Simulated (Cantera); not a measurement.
Mixture: 12.8 % CO, 8.60 % H2, 3.34 % CH4, 15.8 % O2, 59.4 % N2, equivalence ratio 1.1, at 1.01 bar, adiabatic and at constant pressure. Ignition delay is the time to a rise of 400 K.

Cantera simulation using GRI-Mech 3.0 (53 species, 325 reactions); the numbers are that mechanism's predictions, not measurements. Where the delays flatten at high temperature, the 400 K rule measures the pace of heat release, not the induction time.

**Question.** Predict: delay at 1200 K; delay at 1300 K; delay at 1400 K; delay at 1500 K; delay at 1600 K; apparent activation energy between 1500 and 1600 K.

**Answer.** 
| Property | Value |
|---|---|
| delay at 1200 K | 0.213 ms |
| delay at 1300 K | 0.105 ms |
| delay at 1400 K | 61.4 µs |
| delay at 1500 K | 40.2 µs |
| delay at 1600 K | 28.3 µs |
| apparent activation energy between 1500 and 1600 K | 70 kJ/mol |
